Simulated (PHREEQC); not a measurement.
Consider water at 20 °C with 0.25 mol/kgw NaCl and 0.00081 mol/kgw Na2B4O7. Closed to the air; pH follows from the charge balance.

Model: ion-association model, phreeqc.dat, run in PHREEQC.

Each row changes one thing in this solution. Precipitation was switched off in this run.

```
case                                           pH  ionic strength (mol/kgw)  H3BO3 (mol/kgw)  H2BO3- (mol/kgw)
-------------------------------------------  ----  ------------------------  ---------------  ----------------
as made                                      9.12                     0.252          0.00163           0.00161
diluted 10-fold with water                   9.15                    0.0252         0.000173               ___
diluted 5-fold with water                    9.16                    0.0503         0.000336          0.000312
NaCl replaced by FeCl2 at the same molality  7.93                       ___              ___          0.000213
NaCl left out                                9.25                   0.00162          0.00163           0.00161
Na2B4O7 from 0.00081 to 0.00405 mol/kgw      9.12                     0.258              ___               ___
```

Problem. Fill in the missing entries.

Solution. 
- diluted 10-fold with water, H2BO3- (mol/kgw): 0.000151
- NaCl replaced by FeCl2 at the same molality, ionic strength (mol/kgw): 0.693
- NaCl replaced by FeCl2 at the same molality, H3BO3 (mol/kgw): 0.00303
- Na2B4O7 from 0.00081 to 0.00405 mol/kgw, H3BO3 (mol/kgw): 0.00811
- Na2B4O7 from 0.00081 to 0.00405 mol/kgw, H2BO3- (mol/kgw): 0.00809

Complexes and solids missing from the database can't appear.
